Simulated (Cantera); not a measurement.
Silicon nitride deposition: SiCl4 + N2

Input: 1 mol SiCl4, 0.56 mol N2, at 71000 Pa.

Cantera equilibrium calculation (NASA polynomials, part measured and part estimated; ideal gas, pure solids and liquids). Candidate condensed phases: Si, Si3N4; 13 gas species. The tables' values for SiCl3 are old estimates; treat these amounts as uncertain. Rates play no part.

```
T (K)  log p SiCl4  log p N2  log p SiCl3  log p Cl
-----  -----------  --------  -----------  --------
1248         -0.34     -0.59        -4.28     -4.57
1298         -0.34     -0.59        -3.98     -4.23
1348         -0.34     -0.59        -3.70     -3.93
1398         -0.34     -0.59        -3.44     -3.64
1448         -0.34     -0.59        -3.20     -3.38
1498         -0.34     -0.59        -2.98     -3.13
1548         -0.34     -0.59        -2.77     -2.90
1598         -0.35     -0.60        -2.57     -2.69
1648         -0.35     -0.60        -2.38     -2.48
1698         -0.35     -0.60        -2.21     -2.30
1748         -0.36     -0.60        -2.05     -2.12
1798         -0.36     -0.60        -1.90     -1.95
```
log p: log10 of the partial pressure in bar; nothing condenses.

From 1248 K to 1798 K nothing is condensed. The main Si-bearing gas is SiCl4 throughout.
